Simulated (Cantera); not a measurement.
A freely propagating, adiabatic, planar premixed flame of CH4 : H2 : O2 : N2 = 1 : 0.13 : 2.87 : 12.3 (molar parts), equivalence ratio 0.72, unburnt at 425 K and 1350 Torr; mixture-averaged transport, grid criteria slope 0.08 and curve 0.16, no radiation.

Detailed kinetics in Cantera: GRI-Mech 3.0 (53 species, 325 reactions). Burning velocities carry a grid error of a few per cent, more on coarse grids.

**Question.** Predict: laminar burning velocity; thermal thickness; peak x(CH2CO); peak x(CH3).

**Answer.** 
```json
{
 "laminar_burning_velocity": "24.9 cm/s",
 "thermal_thickness": "0.426 mm",
 "peak x(CH2CO)": "5.39e-5",
 "peak x(CH3)": "0.000560"
}
```
